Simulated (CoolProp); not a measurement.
Aqueous propylene glycol as a coolant, at 37 °C, 1 atm.

Computed with CoolProp (Melinder's fits for secondary coolants).

| mass % | freezing point (°C) | cp (kJ/(kg K)) | viscosity (mPa s) | Prandtl number | density (kg/m³) |
|---|---|---|---|---|---|
| 1 | -0.2 | 4.169 | 0.714 | 4.80 | 994.4 |
| 5.4 | -1.3 | 4.133 | 0.823 | 5.74 | 997.4 |
| 9.7 | -2.8 | 4.099 | 0.934 | ___ | 1000 |
| 14.1 | -4.5 | 4.065 | 1.06 | 7.95 | 1004 |
| 18.5 | -6.5 | 4.027 | 1.20 | 9.36 | 1007 |
| 22.8 | -8.6 | 3.985 | 1.37 | 11.0 | 1010 |
| 27.2 | -11.1 | 3.937 | 1.56 | 13.0 | 1013 |
| 31.5 | -13.8 | 3.883 | 1.79 | 15.4 | 1016 |
| 35.9 | -17.0 | 3.823 | 2.06 | ___ | 1019 |
| 40.2 | -20.8 | 3.758 | 2.36 | 21.6 | 1022 |
| 44.6 | -25.3 | 3.687 | 2.72 | ___ | 1025 |

Some entries are withheld; supply them.


- 9.7, Prandtl number: 6.75
- 35.9, Prandtl number: 18.3
- 44.6, Prandtl number: 25.6
